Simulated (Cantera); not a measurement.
An isothermal plug-flow reactor at 1200 K and 2550 Torr (inlet), inlet velocity 0.25 m/s, active area per volume 1400 1/m; feed 0.652 % CH4, 17.6 % O2, 81.8 % N2, equivalence ratio 0.074.

Cantera simulation using Deutschmann's 1995 Pt surface mechanism with GRI-Mech 3.0 gas chemistry; the numbers are that mechanism's predictions, not measurements. Catalytic surfaces can have several steady states; this one follows from the mechanism file's or the stated starting coverage. Mass transfer to the wall is taken as infinitely fast.

x: gas mole fraction; θ: surface coverage.

| z (m) | x CH4 | x O2 | x H2O | x CO2 | x CO | θ free Pt | θ O* | θ OH* |
|---|---|---|---|---|---|---|---|---|
| 0.0003 | 0.00462 | 0.172 | 0.00372 | 0.00183 | 4.75e-6 | 0.300 | 0.699 | 0.00130 |
| 0.00064 | [?] | 0.169 | [?] | [?] | [?] | 0.300 | 0.698 | [?] |
| 0.0014 | 0.00111 | 0.165 | 0.0105 | 0.00515 | 2.94e-6 | 0.301 | 0.697 | 0.00217 |
| 0.003 | 0.000127 | 0.163 | 0.0126 | 0.00627 | 5.77e-7 | 0.302 | 0.696 | 0.00237 |
| 0.0064 | 1.24e-6 | 0.163 | 0.0130 | 0.00646 | 5.74e-8 | 0.302 | 0.696 | 0.00240 |
| 0.014 | 3.44e-10 | 0.163 | 0.0130 | 0.00650 | 1.17e-8 | 0.302 | 0.696 | 0.00241 |
| 0.03 | 6.17e-11 | 0.163 | 0.0130 | 0.00651 | [?] | 0.302 | 0.696 | 0.00241 |

Problem. What belongs in the gaps?

Solution. 
- 0.00064, x CH4: 0.00305
- 0.00064, x H2O: 0.00673
- 0.00064, x CO2: 0.00329
- 0.00064, x CO: 3.91e-6
- 0.00064, θ OH*: 0.00174
- 0.03, x CO: 1.06e-9
